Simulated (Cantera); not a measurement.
An adiabatic, constant-pressure homogeneous reactor starts with CH₄ : O₂ : N₂ : H₂O = 1 : 0.8 : 3.01 : 0.74 (molar parts), equivalence ratio 2.5, at 1525 K and 7.30 bar. Integrator tolerance rtol = 1e-08.

Computed with Cantera and GRI-Mech 3.0 (53 species, 325 reactions).

Question: What does this change do: 0.28 parts CO2 added?

Answer: 
```tsv
quantity	before	after
time of steepest temperature rise	0.423 ms	0.459 ms
temperature at 1.00 s	2209 K	2153 K
equilibrium temperature	2209 K	2153 K
x(CH₄) at 1.00 s	5.50e-9 (gas-phase equilibrium 6.24e-9)	4.71e-9 (gas-phase equilibrium 5.31e-9)
x(O₂) at 1.00 s	1.26e-7 (gas-phase equilibrium 1.26e-7)	1.09e-7 (gas-phase equilibrium 1.09e-7)
x(H₂O) at 1.00 s	0.179 (gas-phase equilibrium 0.179)	0.199 (gas-phase equilibrium 0.199)
x(NO) at 1.00 s	7.53e-6 (gas-phase equilibrium 7.53e-6)	6.02e-6 (gas-phase equilibrium 6.02e-6)
x(H) at 1.00 s	0.00105 (gas-phase equilibrium 0.00105)	0.000696 (gas-phase equilibrium 0.000696)
x(H₂) at 1.00 s	0.226 (gas-phase equilibrium 0.226)	0.190 (gas-phase equilibrium 0.190)
```
